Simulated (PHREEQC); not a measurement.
**Acid rinse or clean: speciation**

Dissolve 0.0011 mol/kgw HF and 0.11 mol/kgw KCl at 31 °C. Closed to the air; pH follows from the charge balance.

Model: ion-association model, wateq4f.dat, run in PHREEQC.

Each row changes one thing in this solution. Precipitation was switched off in this run.

```
case                                          pH  ionic strength (mol/kgw)
------------------------------------------  ----  ------------------------
as made                                     3.27                     0.111
diluted 10-fold with water                  4.05                    0.0111
temperature from 31 to 40 °C                3.29                     0.111
KCl replaced by ZnCl2 at the same molality  3.23                     0.288
0.0017 mol/kgw ZnCl2 added                  3.27                     0.115
KCl replaced by KNO3 at the same molality   3.27                     0.111
diluted 5-fold with water                   3.80                    0.0222
HF left out                                 6.89                     0.110
HF from 0.0011 to 0.00022 mol/kgw           3.82                     0.110
```

Species that the database lacks are ignored. At this temperature some constants are extrapolated from 25 °C, and those without enthalpy data are left unchanged.
